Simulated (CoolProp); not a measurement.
Computed with CoolProp (reference Helmholtz-energy equation of state, Lemmon 2004). It is a short technical equation, of lower accuracy than the large ones.

Question: Give the vapour pressure (MPa), enthalpy of vaporisation (kJ/kg), liquid cp (kJ/(kg K)), vapour Z of saturated n-dodecane at 57.65, 138.15 °C.

Answer: 
```
T (°C)   p (MPa)  enthalpy of vaporisation (kJ/kg)  liquid cp (kJ/(kg K))  vapour Z
------  --------  --------------------------------  ---------------------  --------
57.65   0.000195                               343                   2.33     0.999
138.15   0.01000                               300                   2.64     0.987
```
